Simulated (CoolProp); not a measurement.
o-xylene at 446.49 K and 5.22 MPa is throttled through a valve to 2.77 MPa with no heat exchange. Each further row changes one setting.

Model: reference Helmholtz-energy equation of state, Zhou 2012, in CoolProp.

```json
[
 {"case": "as stated", "temperature change (K)": "[?]", "final density (kg/m³)": "[?]"},
 {"case": "outlet pressure 0.831 MPa", "temperature change (K)": "+1.0", "final density (kg/m³)": "[?]"},
 {"case": "outlet pressure 3.6 MPa", "temperature change (K)": "[?]", "final density (kg/m³)": "[?]"}
]
```

Problem. Fill in the missing entries.

Solution. 
- as stated, temperature change (K): +0.6
- as stated, final density (kg/m³): 745
- outlet pressure 0.831 MPa, final density (kg/m³): 741
- outlet pressure 3.6 MPa, temperature change (K): +0.4
- outlet pressure 3.6 MPa, final density (kg/m³): 747
